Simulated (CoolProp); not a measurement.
Computed with CoolProp (reference Helmholtz-energy equation of state, Lemmon 2006). It is a short technical equation, of lower accuracy than the large ones.

Q: For carbon monoxide, give the phase and the cp (kJ/(kg K)) at -91.05 °C and 101 kPa.

A: 
- -91.05 °C and 101 kPa: gas; cp 1.05
